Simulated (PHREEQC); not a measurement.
A solution holds 4.3 mmol/kgw CaCl2, 22 mmol/kgw Na2SO4 and 97 mmol/kgw KCl, at 25 °C. It is in equilibrium with CO2 at log p = -3.5 (atm). Otherwise closed; pH follows from the charge balance.

Model: ion-association model, phreeqc.dat, run in PHREEQC.

Each row changes one thing in this solution. This is a speciation only: nothing precipitates in the calculation.

| case | pH | ionic strength (mol/kgw) | CO2 (mol/kgw) | HCO3- (mol/kgw) | CO3-2 (mol/kgw) |
|---|---|---|---|---|---|
| as made | 5.74 | 0.163 | 1.04e-5 | 3.42e-6 | 2.01e-10 |
| Na2SO4 left out | … | 0.110 | 1.05e-5 | 2.69e-6 | 1.16e-10 |
| temperature from 25 to 65 °C | 5.95 | 0.160 | 4.65e-6 | 2.91e-6 | 4.62e-10 |
| KCl from 0.097 to 0.107 mol/kgw | 5.73 | … | 1.03e-5 | 3.42e-6 | 2.02e-10 |
| temperature from 25 to 55 °C | 5.89 | 0.160 | 5.43e-6 | 3.03e-6 | 3.93e-10 |
| CaCl2 left out | 5.74 | 0.154 | 1.04e-5 | 3.46e-6 | 2.03e-10 |
| KCl left out | … | … | 1.06e-5 | 3.51e-6 | 1.84e-10 |
| temperature from 25 to 35 °C | … | 0.162 | 8.07e-6 | 3.29e-6 | 2.59e-10 |
| KCl replaced by KNO3 at the same molality | 5.74 | 0.163 | 1.04e-5 | 3.42e-6 | 2.01e-10 |

Task: Fill in the missing entries.

Result: 
- Na2SO4 left out, pH: 5.64
- KCl from 0.097 to 0.107 mol/kgw, ionic strength (mol/kgw): 0.173
- KCl left out, pH: 5.77
- KCl left out, ionic strength (mol/kgw): 0.0692
- temperature from 25 to 35 °C, pH: 5.78

Species that the database lacks are ignored. Away from 25 °C the constants follow the database's enthalpies or fits; those with neither stay at their 25 °C values.
